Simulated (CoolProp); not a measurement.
Vapour-liquid equilibrium of R143a (1) + n-butane (2) at -5.95 °C; x and y are mole fractions of (1).

Values from CoolProp's multi-fluid Helmholtz-energy mixture model, Lemmon and Jacobsen 2000 and Bücker 2006; pair parameters Bell 2016.

```tsv
x	bubble pressure (MPa)	y at the bubble point	dew pressure at overall composition x (MPa)	liquid density (mol/L)
0.05	0.1663	0.513	0.08624	10.51
0.15	0.2770	0.719	0.09632	10.63
0.25	0.3393	0.780	0.1090	10.76
0.35	0.3762	0.809	0.1255	10.90
0.45	0.4009	0.829	0.1477	11.06
0.55	0.4209	0.846	0.1793	11.23
0.65	0.4401	0.865	0.2271	11.43
0.75	0.4602	0.889	0.3063	11.66
0.85	0.4815	0.921	0.4254	11.93
0.95	0.5028	0.969	0.4955	12.25
```

No azeotrope shows between x = 0.05 and 0.95.

Pair parameters are fitted to limited data, so mixtures are less certain than the pure fluids. With so large a gap from Raoult's law the liquid may split in two, which this calculation doesn't test in full.
